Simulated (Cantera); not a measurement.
SiF4 + N2O + N2 (silicon oxide and oxynitride deposition)

Feed: 1 mol SiF4, 2.9 mol N2O, 53 mol N2, equilibrated at 1477 °C and 7.50 Torr.

Equilibrium computed with Cantera from the NASA thermochemical tables; the gas is ideal and each condensed phase is pure. Candidate condensed phases: Si, SiO2, Si2N2O, Si3N4; 28 gas species. The tables' values for SiF3 are old estimates; treat these amounts as uncertain. Equilibrium is a limit: real reactors are often held back by kinetics, nucleation or transport.

| Property | Result |
|---|---|
| x(N2) | 0.957 |
| x(O2) | 0.0241 |
| x(SiF4) | 0.0171 |
| x(NO) | 0.00130 |
| x(O) | 0.000116 |
| x(F) | 2.07e-5 |
| x(SiF3) | 1.38e-5 |
| gas amount | 58.35 mol |
| log10 activity of Si(l) (absent) | -14.27 |
